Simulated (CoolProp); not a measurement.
Vapour-liquid equilibrium of isohexane (1) + n-hexane (2) at 84.05 °C; x and y are mole fractions of (1).

Model: multi-fluid Helmholtz-energy mixture model, Lemmon 2006 and Thol 2019; pair parameters Bell 2016, in CoolProp.

```
x     bubble pressure (MPa)  y at the bubble point  dew pressure at overall composition x (MPa)  liquid density (mol/L)
----  ---------------------  ---------------------  -------------------------------------------  ----------------------
0.05                 0.1626                  0.063                                       0.1621                   6.933
0.15                 0.1673                  0.184                                       0.1660                   6.924
0.25                 0.1721                  0.297                                       0.1701                   6.915
0.35                 0.1767                  0.405                                       0.1743                   6.906
0.45                 0.1813                  0.507                                       0.1787              (withheld)
0.55                 0.1857             (withheld)                                       0.1832                   6.889
0.65                 0.1901                  0.698                                       0.1878                   6.881
0.75                 0.1943                  0.787                                       0.1925                   6.873
0.85                 0.1984                  0.874                                       0.1972                   6.866
0.95                 0.2023             (withheld)                                       0.2019                   6.859
```

Q: Fill in the missing entries.

A: 
- 0.45, liquid density (mol/L): 6.898
- 0.55, y at the bubble point: 0.605
- 0.95, y at the bubble point: 0.958

No azeotrope shows between x = 0.05 and 0.95.

The pair parameters rest on a limited set of measurements; away from them the model extrapolates.
